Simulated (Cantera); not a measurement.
Mixture: H2 : O2 : N2 = 1 : 0.893 : 2.77 (molar parts), equivalence ratio 0.56, at 4.93 atm, adiabatic and at constant volume. Ignition delay is the time to a rise of 400 K.

Model: GRI-Mech 3.0 (53 species, 325 reactions), integrated in Cantera. The hydrogen kinetics of GRI-Mech 3.0 are dated; newer H2 mechanisms differ, most at raised pressure. Where the delays flatten at high temperature, the 400 K rule measures the pace of heat release, not the induction time.

### Question
What does this change do: constant pressure in place of constant volume?

### Answer
```csv
quantity,before,after
delay at 1200 K,13.9 µs,14.3 µs
delay at 1400 K,3.61 µs,3.82 µs
delay at 1600 K,1.92 µs,2.10 µs
delay at 1800 K,1.35 µs,1.57 µs
```

### Question
What does this change do: pressure from 4.93 atm to 0.859 atm?

### Answer
| quantity | before | after |
|---|---|---|
| delay at 1200 K | 13.9 µs | 47.1 µs |
| delay at 1400 K | 3.61 µs | 22.5 µs |
| delay at 1600 K | 1.92 µs | 16.6 µs |
| delay at 1800 K | 1.35 µs | 16.9 µs |
